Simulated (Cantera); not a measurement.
Cantera run:

```python
import numpy as np
import cantera as ct

gas_names = [...]  # 92 gases of nasa_gas.yaml made of C, H, N
cond_names = """
    C(gr) C6H6(L) C7H8(L) C8H18(L),n-octa
""".split()


# ... load() reads the species with a 1 bar reference pressure and builds the phases ...
atoms = {
    'C3H8': {'C': 3, 'H': 8},
    'H2': {'H': 2},
    'N2': {'N': 2},
}
top_T = {'C(gr)': 4500}  # K; cautious upper limits of use, not melting points


# ... equilibrate(T, P, feed) seeds the gas with the atoms and calls Mixture.equilibrate('TP', solver="vcs", rtol=1e-11, max_steps=5000) ...
results = []
feed = {'C3H8': 1, 'H2': 1.8, 'N2': 12}  # mol
T = 1900  # K
P = 31000  # Pa
mix = equilibrate(T, P, feed)
results.append((T, P, feed, dict(zip(mix.species_names, mix.species_moles))))
print(gas.report(threshold=0.001))
for i in range(1, mix.n_phases):
    print(f"{mix.phase(i).name:16s} {mix.phase_moles(i):12.5e} mol")
```

Output:

```
       temperature   1900 K
          pressure   31000 Pa
           density   0.038453 kg/m^3
  mean mol. weight   19.595 kg/kmol
   phase of matter   gas

                          1 kg             1 kmol
                     ---------------   ---------------
          enthalpy        2.6812e+06         5.254e+07  J
   internal energy         1.875e+06        3.6742e+07  J
           entropy             12508         2.451e+05  J/K
    Gibbs function       -2.1084e+07       -4.1314e+08  J
 heat capacity c_p            1800.4             35280  J/K
 heat capacity c_v            1376.1             26965  J/K

                      mass frac. Y      mole frac. X     chem. pot. / RT
                     ---------------   ---------------   ---------------
               HCN         0.0062542         0.0045346           -27.636
                H2          0.033207           0.32278            -21.62
                N2           0.96002           0.67152           -28.338
     [  +89 minor]        0.00051751          0.001167

C(gr)             2.91070e+00 mol
```

These are equilibrium values from Cantera (NASA tables, ideal gas, pure condensed phases), not measurements of a reactor.
